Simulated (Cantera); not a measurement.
Input (Python, Cantera):

```python
import numpy as np
import cantera as ct

gas = ct.Solution("gri30.yaml")
gas.TPX = 1225, 330000, {'CH4': 0.015, 'O2': 0.025, 'N2': 1}
reactor = ct.IdealGasConstPressureReactor(gas, energy="off", clone=False)
net = ct.ReactorNet([reactor])
net.rtol, net.atol = 1e-08, 1e-18
show = ['CH4', 'O2', 'CH2', 'CO', 'CH2O', 'C2H', 'H']
times = np.geomspace(0.0002, 6, 9)

steps = ct.SolutionArray(gas, extra=["t"])
rows = []
print(f"{'t/s':>10s}{'T/K':>9s}{'P/Pa':>11s}" + "".join(f"{s:>11s}" for s in show))
for t in times:
    while net.time < t:
        t_next = net.step()
        steps.append(gas.state, t=t_next)
    rows.append([np.interp(t, steps.t, y) for y in (steps.T, steps.P, *steps(*show).X.T)])
    print(f"{t:10.3e}{rows[-1][0]:9.1f}{rows[-1][1]:11.4g}" + "".join(f"{x:11.3e}" for x in rows[-1][2:]))
rate = np.gradient(steps.T, steps.t)
print("integrator steps:", len(steps.t))
if steps.T.max() > steps.T[0] + 200:
    print(f"time of steepest temperature rise: {steps.t[rate.argmax()]:.4e} s")
gas.TPX = 1225, 330000, {'CH4': 0.015, 'O2': 0.025, 'N2': 1}
gas.equilibrate("TP")
print(f"equilibrium (TP): T = {gas.T:.1f} K  " + "  ".join(f"{s} {gas[s].X[0]:.3e}" for s in show))
```

It prints:

```
       t/s      T/K       P/Pa        CH4         O2        CH2         CO       CH2O        C2H          H
 2.000e-04   1225.0    3.3e+05  1.442e-02  2.404e-02  1.095e-16  4.997e-13  1.209e-09  4.553e-30  2.621e-11
 7.256e-04   1225.0    3.3e+05  1.442e-02  2.404e-02  2.262e-15  3.119e-11  2.073e-08  5.146e-27  6.618e-11
 2.632e-03   1225.0    3.3e+05  1.442e-02  2.404e-02  6.223e-14  3.195e-09  4.537e-07  1.226e-23  2.614e-10
 9.549e-03   1225.0    3.3e+05  1.441e-02  2.403e-02  2.395e-13  2.237e-07  5.006e-06  5.398e-21  5.500e-10
 3.464e-02   1225.0    3.3e+05  1.435e-02  2.400e-02  7.153e-13  6.494e-06  2.841e-05  7.324e-19  1.694e-09
 1.257e-01   1225.0    3.3e+05  1.333e-02  2.330e-02  1.844e-11  3.489e-04  1.821e-04  3.519e-15  2.927e-08
 4.559e-01   1225.0    3.3e+05  2.057e-05  6.970e-06  1.380e-12  6.430e-03  3.829e-09  1.092e-14  3.281e-07
 1.654e+00   1225.0    3.3e+05  2.037e-05  1.197e-06  5.229e-14  6.024e-03  5.575e-10  2.436e-15  6.713e-08
 6.000e+00   1225.0    3.3e+05  2.035e-05  2.408e-07  4.990e-15  5.733e-03  1.685e-10  7.038e-16  2.035e-08
integrator steps: 2626
equilibrium (TP): T = 1225.0 K  CH4 8.599e-11  O2 2.213e-15  CH2 4.560e-21  CO 3.844e-03  CH2O 3.512e-11  C2H 1.841e-27  H 1.307e-08
```

Model: GRI-Mech 3.0 (53 species, 325 reactions), integrated in Cantera. The temperature is held fixed by assumption; the heat of reaction is taken as removed at once.
